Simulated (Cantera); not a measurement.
Feed: 1 mol CF₄, a varied amount of H₂, at 1.00 bar.

Equilibrium computed with Cantera from the NASA thermochemical tables; the gas is ideal and each condensed phase is pure. Candidate condensed phases: C, C₆H₆, C₇H₈, C₈H₁₈; 95 gas species. Rates play no part.

What condenses at these points (T in K, n(H₂) in mol): (1073, 0.4); (1173, 10); (773, 10); (1473, 0.14); (1673, 0.4)?


| T (K) | n(H₂) in mol | condensed phases | C condensed (%) |
|---|---|---|---|
| 1073 | 0.4 | C | 20.0 |
| 1173 | 10 | C | 90.1 |
| 773 | 10 | gas only | 0.0 |
| 1473 | 0.14 | C | 7.0 |
| 1673 | 0.4 | C | 20.0 |
